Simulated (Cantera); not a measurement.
Input: 1 mol SiHCl3, 0.51 mol NH3, 43 mol H2, 3.7 mol N2, equilibrated at 1900 K and 0.240 bar.

These are equilibrium values from Cantera (NASA tables, ideal gas, pure condensed phases), not measurements of a reactor. Candidate condensed phases: NH4Cl, Si, Si3N4; 28 gas species. The tables' values for SiCl, SiCl3 are old estimates; treat these amounts as uncertain. Gases not in the tables: Si2H6 and higher silanes. Kinetics and transport are ignored.

Question: What is the equilibrium state?

Answer: 
| Property | Value |
|---|---|
| x(H2) | 0.865 |
| x(N2) | 0.0795 |
| x(HCl) | 0.0465 |
| x(SiCl2) | 0.00675 |
| x(H) | 0.00151 |
| x(SiCl) | 6.34e-5 |
| x(Cl) | 6.11e-5 |
| x(SiCl3) | 5.51e-5 |
| x(Si) | 5.25e-5 |
| n(Si(l)) | 0.651 mol |
| gas amount | 49.76 mol |
